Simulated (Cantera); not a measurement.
# Equilibrium for silicon etching in halogen gases: Si + Cl2 + NF3

Input: 1 mol Si, 2.7 mol Cl2, a varied amount of NF3, equilibrated at 1125 K and 6.23 Torr.

Cantera equilibrium calculation (NASA polynomials, part measured and part estimated; ideal gas, pure solids and liquids). Candidate condensed phases: Si, Si3N4; 24 gas species. Rates play no part.

```
n(NF3) (mol)    x ClF     x Cl2       x F  x SiF4   x N2  x SiCl4      x Cl      x F2
------------  -------  --------  --------  ------  -----  -------  --------  --------
0.81          3.08e-9     0.563  3.46e-11   0.181  0.121    0.117    0.0169    <1e-12
1.4            0.0436     0.565  0.000488   0.220  0.154   <1e-12    0.0169   2.26e-8
2               0.342     0.292   0.00533   0.174  0.174   <1e-12    0.0122   2.70e-6
2.6             0.532     0.117    0.0131   0.143  0.186   <1e-12   0.00772   1.62e-5
3.2             0.624    0.0115    0.0490   0.120  0.192   <1e-12   0.00241  0.000228
3.8             0.524  0.000542     0.189  0.0973  0.185   <1e-12  0.000524   0.00340
4.4             0.438  0.000158     0.293  0.0813  0.179   <1e-12  0.000284   0.00815
5               0.377   7.51e-5     0.366  0.0698  0.175   <1e-12  0.000195    0.0127
```
x: gas mole fraction; nothing condenses.

From 0.81 mol NF3 to 5 mol NF3 nothing is condensed. The main Si-bearing gas is SiF4 throughout.
